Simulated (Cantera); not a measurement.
Feed: 1 mol SiHCl3, 0.0057 mol Cl2, 39 mol N2, equilibrated at 1 atm.

Equilibrium computed with Cantera from the NASA thermochemical tables; the gas is ideal and each condensed phase is pure. Candidate condensed phases: NH4Cl, Si, Si3N4; 28 gas species. N2 is the only nitrogen source here; it is nearly inert below about 1500 K, so the nitride shown seldom forms there in practice. The tables' values for SiCl3 are old estimates; treat these amounts as uncertain. Kinetics and transport are ignored. All values below are at 1075 K.

Base state: N2 0.964, HCl 0.0211, SiCl4 0.0134, H2 0.00187, SiHCl3 1.48e-5, SiCl3 1.45e-5 (mole fractions); condensed: Si3N4(s).

What changes in the equilibrium state with this change: SiHCl3 replaced by Si2Cl6?


```
species         before    after
-------------  -------  -------
N2               0.964    0.963
SiCl4           0.0134   0.0374
SiCl3          1.45e-5  3.11e-5
HCl             0.0211        0
H2             0.00187        0
SiHCl3         1.48e-5        0
Si3N4(s), mol    0.153    0.166
```
The feed counts by its element totals alone.
